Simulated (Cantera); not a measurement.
An adiabatic, constant-volume homogeneous reactor starts with CH4 : O2 : N2 = 1 : 5.88 : 22.1 (molar parts), at 1075 K and 10.0 bar. Integrator tolerance rtol = 1e-08.

Computed with Cantera and GRI-Mech 3.0 (53 species, 325 reactions).

```csv
quantity,before,after
time of steepest temperature rise,18.0 ms,0.159 ms
temperature at 3.00 s,2022 K,2348 K
equilibrium temperature,2022 K,2348 K
x(CH4) at 3.00 s,<1e-12 (gas-phase equilibrium <1e-12),<1e-12 (gas-phase equilibrium <1e-12)
x(O2) at 3.00 s,0.130 (gas-phase equilibrium 0.130),0.126 (gas-phase equilibrium 0.126)
x(CO) at 3.00 s,3.50e-5 (gas-phase equilibrium 3.50e-5),0.000377 (gas-phase equilibrium 0.000377)
x(N2O) at 3.00 s,1.51e-6 (gas-phase equilibrium 1.51e-6),2.85e-6 (gas-phase equilibrium 2.85e-6)
x(NO2) at 3.00 s,3.58e-5 (gas-phase equilibrium 3.58e-5),4.29e-5 (gas-phase equilibrium 4.29e-5)
x(C2H4) at 3.00 s,<1e-12 (gas-phase equilibrium <1e-12),<1e-12 (gas-phase equilibrium <1e-12)
x(CH2O) at 3.00 s,<1e-12 (gas-phase equilibrium <1e-12),<1e-12 (gas-phase equilibrium <1e-12)
```

Q: Name the change that produced these shifts.
A) initial temperature 1075 to 1475 K
B) pressure from 10.0 bar to 11.0 bar
C) initial temperature 1075 to 1300 K
D) pressure from 10.0 bar to 8.50 bar

A: A, initial temperature 1075 to 1475 K
